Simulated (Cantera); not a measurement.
**Pyrogenic steam for wet oxidation**

An isothermal, constant-pressure homogeneous reactor starts with 7.92 % H2, 21.4 % O2, 70.7 % N2, equivalence ratio 0.18, at 975 K and 0.987 atm.

Computed with Cantera and the H2/O2 subset of GRI-Mech 3.0, which has no nitrogen chemistry. The temperature is held fixed by assumption; the heat of reaction is taken as removed at once.

```tsv
t (s)	x H2	x O2	x O	x H2O2	x H2O	x H	x HO2
0.000400	0.0792	0.214	2.21e-7	1.15e-8	4.08e-6	4.14e-7	3.35e-6
0.00177	0.0338	0.195	6.43e-7	0.000136	0.0471	6.17e-7	6.41e-5
0.00787	0.0319	0.195	1.08e-6	0.000315	0.0490	1.03e-6	6.93e-5
0.0349	0.0211	0.190	1.12e-6	0.000472	0.0600	8.45e-7	6.70e-5
0.155	0.00439	0.183	5.56e-7	0.000118	0.0778	1.27e-7	2.86e-5
0.687	0.000280	0.182	4.71e-8	2.11e-6	0.0822	2.05e-9	3.53e-6
3.05	2.67e-5	0.182	1.35e-9	3.54e-8	0.0825	3.83e-11	4.49e-7
13.5	2.52e-6	0.182	5.01e-11	7.73e-10	0.0825	1.32e-12	6.03e-8
60.0	8.10e-11	0.182	1.33e-11	3.19e-11	0.0825	<1e-12	7.36e-10
```
x: mole fraction; the columns are a selection and need not sum to one.

Equilibrium at this temperature and pressure: H2 7.93e-12, O2 0.182, O 3.10e-11, H2O2 7.13e-11, H2O 0.0825, H <1e-12, HO2 5.04e-10 (gas phase only).
